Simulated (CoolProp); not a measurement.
Aqueous sodium chloride as a coolant, 4 % by mass, freezing at -2.4 °C, 1 atm.

Computed with CoolProp (Melinder's fits for secondary coolants).

```json
[
 {"T (°C)": "4.3", "conductivity (W/(m K))": "0.567", "density (kg/m³)": "1030", "Prandtl number": "11.4", "cp (kJ/(kg K))": "3.967"},
 {"T (°C)": "10.2", "conductivity (W/(m K))": "0.578", "density (kg/m³)": "1029", "Prandtl number": "9.45", "cp (kJ/(kg K))": "3.969"},
 {"T (°C)": "16.1", "conductivity (W/(m K))": "0.588", "density (kg/m³)": "1028", "Prandtl number": "7.93", "cp (kJ/(kg K))": "3.972"},
 {"T (°C)": "22", "conductivity (W/(m K))": "0.598", "density (kg/m³)": "1026", "Prandtl number": "6.75", "cp (kJ/(kg K))": "3.976"},
 {"T (°C)": "27.9", "conductivity (W/(m K))": "0.608", "density (kg/m³)": "1024", "Prandtl number": "5.84", "cp (kJ/(kg K))": "3.980"},
 {"T (°C)": "33.9", "conductivity (W/(m K))": "0.617", "density (kg/m³)": "1022", "Prandtl number": "5.10", "cp (kJ/(kg K))": "3.986"}
]
```
